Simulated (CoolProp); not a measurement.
A simple Rankine cycle with propylene: condensing at 303.15 K, boiler at 3 MPa, turbine inlet 381.7 K, turbine efficiency 0.65, pump efficiency 0.8, no recuperator. Each further row changes one setting.

Computed with CoolProp (reference Helmholtz-energy equation of state, Lemmon 2013).

```
case                             thermal efficiency (%)  net work (kJ/kg)  heat in (kJ/kg)  turbine exit temperature (K)  volume ratio over the turbine
-------------------------------  ----------------------  ----------------  ---------------  ----------------------------  -----------------------------
as stated                                           6.2              27.3              439                         347.4                           2.36
turbine inlet 401.7 K                               6.3              30.5              484                         369.3                           2.33
condensing temperature 295.15 K                     7.4              34.2              459                             …                           2.88
boiler pressure 2.1 MPa                             3.8              17.7              461                             …                           1.61
turbine efficiency 0.55                             5.1              22.4              439                             …                           2.39
```

Question: Complete the blanks.

Answer: 
- condensing temperature 295.15 K, turbine exit temperature (K): 340.5
- boiler pressure 2.1 MPa, turbine exit temperature (K): 363.9
- turbine efficiency 0.55, turbine exit temperature (K): 349.9
